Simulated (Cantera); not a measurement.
Charge: 1 mol C2H6, 0.49 mol H2O, 24 mol H2, at 130 Pa.

These are equilibrium values from Cantera (NASA tables, ideal gas, pure condensed phases), not measurements of a reactor. Candidate condensed phases: C, C6H6, C7H8, C8H18, H2O; 110 gas species. The numbers say what is thermodynamically allowed, not how fast it happens. All values below are at 2325 K.

Base state: H2 0.722, H 0.259, CO 0.0152, C2H2 (acetylene) 0.00353, C2H 6.09e-5, C3 2.03e-5 (mole fractions); condensed: C(graphite).

Task: What changes in the equilibrium state with this change: H2O from 0.49 to 0.036 mol?

Result: 
```tsv
species	before	after
H2	0.722	0.734
H	0.259	0.261
C2H2 (acetylene)	0.00353	0.00359
CO	0.0152	0.00116
C2H	6.09e-5	6.14e-5
C3	2.03e-5	2.03e-5
C(graphite), mol	1.28	1.73
```
